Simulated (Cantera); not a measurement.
A freely propagating, adiabatic, planar premixed flame of H2 : O2 : N2 = 1 : 0.227 : 0.855 (molar parts), unburnt at 475 K and 500000 Pa; mixture-averaged transport, grid criteria slope 0.08 and curve 0.16, no radiation.

Computed with Cantera and the H2/O2 subset of GRI-Mech 3.0, which has no nitrogen chemistry. The hydrogen kinetics of GRI-Mech 3.0 are dated; newer H2 mechanisms differ, most at raised pressure. Burning velocities carry a grid error of a few per cent, more on coarse grids.

**Question.** Predict: laminar burning velocity; thermal thickness; peak x(H); peak x(O); peak x(OH).

**Answer.** 
```
Property                      Value
------------------------  ---------
laminar burning velocity   575 cm/s
thermal thickness         0.0530 mm
peak x(H)                    0.0460
peak x(O)                   0.00169
peak x(OH)                  0.00277
```
